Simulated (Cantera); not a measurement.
An isothermal, constant-pressure homogeneous reactor starts with C₂H₆ : N₂ : H₂O = 1 : 29 : 0.033 (molar parts), at 1150 K and 0.0132 atm.

Model: GRI-Mech 3.0 (53 species, 325 reactions), integrated in Cantera. GRI-Mech 3.0 stops at C3 and has no aromatics, soot or wall deposition, so with more carbon than oxygen in the feed, carbon stays in small species such as C2H2 where larger ones or solid carbon would form. Radical loss at walls, strong at low pressure, is not modelled.

x: mole fraction; the columns are a selection and need not sum to one.

```csv
t (s),x C₂H₆,x CH₂,x HCN,x H₂,x C₂H,x C₂H₂
7.00e-5,0.0333,<1e-12,<1e-12,7.16e-12,<1e-12,<1e-12
0.000412,0.0333,<1e-12,<1e-12,1.41e-9,<1e-12,<1e-12
0.00242,0.0333,8.57e-12,<1e-12,3.78e-7,<1e-12,<1e-12
0.0142,0.0332,4.71e-10,<1e-12,6.23e-5,<1e-12,8.62e-9
0.0837,0.0310,[?],1.25e-10,[?],1.28e-12,[?]
0.492,[?],[?],4.07e-10,[?],1.89e-11,[?]
2.89,0.000493,2.08e-10,5.76e-10,0.0339,5.74e-11,0.00766
17.0,7.62e-6,3.40e-12,5.76e-10,0.0405,1.35e-11,0.0141
100,1.27e-6,<1e-12,5.73e-10,0.0464,8.22e-12,0.0201
```

Q: Complete the blanks.

A: 
- 0.0837, x CH₂: 4.59e-9
- 0.0837, x H₂: 0.00194
- 0.0837, x C₂H₂: 1.02e-5
- 0.492, x C₂H₆: 0.0171
- 0.492, x CH₂: 4.02e-9
- 0.492, x H₂: 0.0140
- 0.492, x C₂H₂: 0.000647
